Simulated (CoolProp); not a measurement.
A single-stage vapour-compression cycle with R124: evaporating at 242.15 K (dew point), condensing at 297.15 K (bubble point), superheat 0 K, subcooling 8 K, compressor efficiency 0.7, no pressure losses. Each further row changes one setting.

Values from CoolProp's reference Helmholtz-energy equation of state, de Vries 1995.

```
case                              cooling COP  pressure ratio  discharge temperature (K)  refrigerating effect (kJ/kg)  volumetric capacity (kJ/m³)
--------------------------------  -----------  --------------  -------------------------  ----------------------------  ---------------------------
as stated                                2.58            8.76                      317.1                           124                          365
evaporating temperature 247.15 K         2.96            6.86                      314.2                           127                          469
condensing temperature 292.15 K          2.92            7.47                      311.3                           130                          381
subcooling 13 K                          2.69            8.76                      317.1                           130                          381
superheat 10 K                           2.60            8.76                      328.1                           131                          368
compressor efficiency 0.6                2.21            8.76                      327.0                           124                          365
```
